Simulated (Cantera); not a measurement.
# Low-pressure radical oxidation in H2/O2

An isothermal, constant-pressure homogeneous reactor starts with 0.704 % H2, 70.4 % O2, 28.9 % N2, equivalence ratio 0.0050, at 1150 K and 0.00197 atm.

Model: the H2/O2 subset of GRI-Mech 3.0, which has no nitrogen chemistry, integrated in Cantera. Radical loss at walls, strong at low pressure, is not modelled.

```
t (s)         x H2   x O2     x H2O       x O     x HO2      x OH       x H
--------  --------  -----  --------  --------  --------  --------  --------
0.000300   0.00704  0.704    <1e-12  1.89e-11  7.64e-11  1.86e-11  5.81e-11
0.000627   0.00704  0.704  4.55e-12  6.90e-11  1.60e-10  6.66e-11  9.52e-11
0.00131    0.00704  0.704  3.19e-11  2.26e-10  3.34e-10  2.09e-10  1.40e-10
0.00274    0.00704  0.704  1.98e-10  6.84e-10  6.98e-10  5.87e-10  2.11e-10
0.00573    0.00704  0.704   1.18e-9   2.22e-9   1.46e-9   1.70e-9  4.13e-10
0.0120     0.00704  0.704   8.32e-9   9.99e-9   3.05e-9   6.90e-9   1.37e-9
0.0250     0.00704  0.704   1.20e-7   1.13e-7   6.45e-9   7.45e-8   1.38e-8
0.0524     0.00702  0.704   1.47e-5   1.31e-5   2.23e-8   8.61e-6   1.60e-6
0.109     0.000682  0.699   0.00554   0.00487   2.02e-7   0.00101  0.000630
0.229      3.07e-5  0.698   0.00659   0.00608   1.24e-7  0.000481  0.000358
0.478      2.92e-5  0.698   0.00661   0.00590   1.22e-7  0.000471  0.000341
1.00       2.76e-5  0.698   0.00663   0.00554   1.19e-7  0.000458  0.000311
```
x: mole fraction; the columns are a selection and need not sum to one.

Equilibrium at this temperature and pressure: H2 8.15e-10, O2 0.703, H2O 0.00707, O 1.57e-7, HO2 1.04e-9, OH 2.51e-6, H 4.79e-11 (gas phase only).
